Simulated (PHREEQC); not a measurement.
PHREEQC input (ion-association model, wateq4f.dat):

```
SOLUTION_SPECIES
  SO4-2 + 10H+ + 8e- = H2S + 4H2O  # shut off: sulfate is not reduced
    -log_k -100
    -delta_h 0
    -analytic -100
SOLUTION 1
  temp 87
  units mol/kgw
  pH 7 charge
  Cl 0.22
  Zn 0.11
  S(6) 0.0066
  Fe(2) 0.0066
SOLUTION 2
  temp 87
  units mol/kgw
  pH 7 charge
  F 0.038
  K 0.014
END
SELECTED_OUTPUT 1
  -reset false
  -pH true
  -pe true
  -ionic_strength true
  -water true
  -totals Cl F Fe K S Zn Fe(2) Fe(3) S(-2) S(6)
  -molalities H+ Cl- F- Fe+2 K+ SO4-2 Zn+2 Fe+3 FeOH+2 FeOH+
    Fe(OH)3- FeSO4+ FeCl+2 FeCl2+ FeCl3 FeSO4 KSO4- HSO4- H2S HS-
    S-2 O2 Fe(OH)2+ Fe(OH)3 Fe(OH)4- Fe(OH)2 FeHSO4+ OH- FeHSO4+2 FeF+2
    FeF2+ FeF3 HF HF2- ZnCl+ ZnCl2 ZnCl3- ZnCl4-2 ZnF+ ZnOH+
    Zn(OH)2 Zn(OH)3- Zn(OH)4-2 ZnOHCl Zn(HS)2 Zn(HS)3- ZnSO4 Zn(SO4)2-2 Fe(SO4)2- Fe2(OH)2+4
    Fe3(OH)4+5 FeF+ Fe(HS)2 Fe(HS)3- H2F2 FeCl+
  -saturation_indices Zn(OH)2-e Zn4(OH)6SO4 Zn5(OH)8Cl2 Melanterite Goslarite ZnF2
PRINT
  -reset false
MIX 1
  1 1
  2 0
END
# ... the last block is repeated for the other 10 points of share of solution B
```

Selected output (columns that matter, 11 of 11 rows; share of solution B added in front):

```
share of solution B	pH	mu	Cl	F	Fe	K	S	Zn	si_Zn(OH)2-e	si_Zn4(OH)6SO4	si_Zn5(OH)8Cl2	si_Melanterite	si_Goslarite	si_ZnF2
0	4.6096	0.21829	0.22	0	0.0066	0	0.0066	0.11	-4.1576	-11.399	-12.973	-4.2557	-3.4969	-1000
0.1	3.4492	0.20182	0.198	0.0038	0.00594	0.0014	0.00594	0.099	-6.4984	-18.482	-22.423	-4.3276	-3.5559	-4.7122
0.2	3.3508	0.18455	0.176	0.0076	0.00528	0.0028	0.00528	0.088	-6.7177	-19.198	-23.398	-4.3991	-3.6133	-4.2289
0.3	3.3125	0.16671	0.154	0.0114	0.00462	0.0042	0.00462	0.077	-6.8206	-19.571	-23.923	-4.4783	-3.6771	-3.9425
0.4	3.2962	0.14825	0.132	0.0152	0.00396	0.0056	0.00396	0.066	-6.8849	-19.839	-24.314	-4.5688	-3.7506	-3.7397
0.5	3.2916	0.12909	0.11	0.019	0.0033	0.007	0.0033	0.055	-6.9329	-20.072	-24.668	-4.6756	-3.8385	-3.5857
0.6	3.2953	0.1091	0.088	0.0228	0.00264	0.0084	0.00264	0.044	-6.9755	-20.31	-25.041	-4.8063	-3.9478	-3.4668
0.7	3.3065	0.088103	0.066	0.0266	0.00198	0.0098	0.00198	0.033	-7.0218	-20.595	-25.497	-4.9758	-4.0924	-3.3793
0.8	3.3263	0.065813	0.044	0.0304	0.00132	0.0112	0.00132	0.022	-7.0874	-21.005	-26.155	-5.2182	-4.3048	-3.3312
0.9	3.3593	0.041707	0.022	0.0342	0.00066	0.0126	0.00066	0.011	-7.2241	-21.809	-27.423	-5.6485	-4.6965	-3.3699
1	3.4252	0.014422	0	0.038	0	0.014	0	0	-1000	-1000	-1000	-1000	-1000	-1000
```

Complexes and solids missing from the database can't appear. At this temperature some constants are extrapolated from 25 °C, and those without enthalpy data are left unchanged. Fluoro complexes past AlF4- and FeF3 are missing from the database.
